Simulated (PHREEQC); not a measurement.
A column of 0.1 m (40 cells, dispersivity 0.008 m, 720 s a shift, diffusion coefficient 3e-10 m²/s) holds 0.019 eq of the database's cation exchanger X per kg of pore water, first in equilibrium with 3.7 mmol/kgw MnCl2, 24 mmol/kgw CdCl2 and 0.01 mmol/kgw HCl. It is flushed with 0.0028 mol Na2SO4, 0.01 mol KBr, 0.0044 mol CdCl2 and 1e-05 mol HCl per kg of water, at 25 °C. Values are for the last cell. The system is closed to CO2. No solid was allowed to form.

Base run: PHREEQC, ion-association model, phreeqc.dat. Each further column changes one thing. The table gives K in solution (mol/kgw).

```json
[
 {"pore volumes": "0", "base": "0", "exchange capacity from 0.019 to 0.0095 eq/kgw": "0", "dispersivity from 0.008 to 0.016 m": "0"},
 {"pore volumes": "0.3875", "base": "5.49e-6", "exchange capacity from 0.019 to 0.0095 eq/kgw": "2.23e-5", "dispersivity from 0.008 to 0.016 m": "9.67e-5"},
 {"pore volumes": "0.7625", "base": "0.000737", "exchange capacity from 0.019 to 0.0095 eq/kgw": "0.00150", "dispersivity from 0.008 to 0.016 m": "0.00158"},
 {"pore volumes": "1.262", "base": "0.00361", "exchange capacity from 0.019 to 0.0095 eq/kgw": "0.00543", "dispersivity from 0.008 to 0.016 m": "0.00438"},
 {"pore volumes": "1.637", "base": "0.00564", "exchange capacity from 0.019 to 0.0095 eq/kgw": "0.00744", "dispersivity from 0.008 to 0.016 m": "0.00597"},
 {"pore volumes": "2.013", "base": "0.00721", "exchange capacity from 0.019 to 0.0095 eq/kgw": "0.00866", "dispersivity from 0.008 to 0.016 m": "0.00715"},
 {"pore volumes": "2.388", "base": "0.00831", "exchange capacity from 0.019 to 0.0095 eq/kgw": "0.00934", "dispersivity from 0.008 to 0.016 m": "0.00801"},
 {"pore volumes": "2.763", "base": "0.00902", "exchange capacity from 0.019 to 0.0095 eq/kgw": "0.00969", "dispersivity from 0.008 to 0.016 m": "0.00863"},
 {"pore volumes": "3.263", "base": "0.00955", "exchange capacity from 0.019 to 0.0095 eq/kgw": "0.00990", "dispersivity from 0.008 to 0.016 m": "0.00918"},
 {"pore volumes": "3.638", "base": "0.00976", "exchange capacity from 0.019 to 0.0095 eq/kgw": "0.00995", "dispersivity from 0.008 to 0.016 m": "0.00945"},
 {"pore volumes": "4.013", "base": "0.00987", "exchange capacity from 0.019 to 0.0095 eq/kgw": "0.00998", "dispersivity from 0.008 to 0.016 m": "0.00964"}
]
```
